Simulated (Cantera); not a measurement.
Input: 1 mol C2F6, 0.82 mol HCl, a varied amount of H2, held at 2727 °C and 1.00 bar.

Method: chemical equilibrium by Gibbs-energy minimisation in Cantera with the NASA 1993 tables (ideal gas, pure condensed phases). Candidate condensed phases: C, C6H6, C7H8, C8H18; 118 gas species. The feed counts by its element totals alone. Equilibrium is a limit: real reactors are often held back by kinetics, nucleation or transport.

Problem. At 4.5 mol H2, list the 7 most abundant gas species with their mole fractions, and the condensed phases.

Solution. HF 0.689, H2 0.144, HCl 0.0735, H 0.0600, Cl 0.0208, C2H2 (acetylene) 0.00899, F 0.00177. Condensed: C(graphite).
